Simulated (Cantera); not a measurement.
Charge: 1 mol SiH2Cl2, 6.8 mol NH3, equilibrated at 74.0 Pa.

Equilibrium computed with Cantera from the NASA thermochemical tables; the gas is ideal and each condensed phase is pure. Candidate condensed phases: NH4Cl, Si, Si3N4; 28 gas species. The tables' values for SiCl, SiN, SiCl3 are old estimates; treat these amounts as uncertain. Gases not in the tables: Si2H6 and higher silanes. Kinetics and transport are ignored. All values below are at 1875 K.

Base state: H2 0.654, N2 0.213, HCl 0.0744, SiCl2 0.0236, H 0.0195, Si 0.0122, SiCl 0.00173, Cl 0.00168 (mole fractions); condensed: Si(l).

Problem. What changes in the equilibrium state with this change: SiH2Cl2 replaced by SiH4?

Solution. 
```tsv
species	before	after
H2	0.654	0.753
N2	0.213	0.213
H	0.0195	0.0209
HCl	0.0744	0
SiCl2	0.0236	0
Si	0.0122	0.0122
SiCl	0.00173	0
Cl	0.00168	0
SiCl3	2.18e-5	0
Si(l), mol	0.387	0.792
```
The tables' values for SiN are old estimates; treat these amounts as uncertain.
